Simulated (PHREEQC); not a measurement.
Consider water at 25 °C and 300 atm with 0.045 mol HCl, 0.019 mol NaCl and 0.00022 mol MgCl2 per kg of water. Closed to the air; pH follows from the charge balance.

Model: ion-association model, phreeqc.dat, run in PHREEQC.

Q: The ionic strength comes out as 0.0647 mol/kgw. What activity coefficients do Cl-, H+, Mg+2, Na+ get?

A: Cl- 0.80, H+ 0.85, Mg+2 0.46, Na+ 0.81.

No solid was allowed to form. Under pressure, the constants of complexes without a molar volume in the database are unreliable.
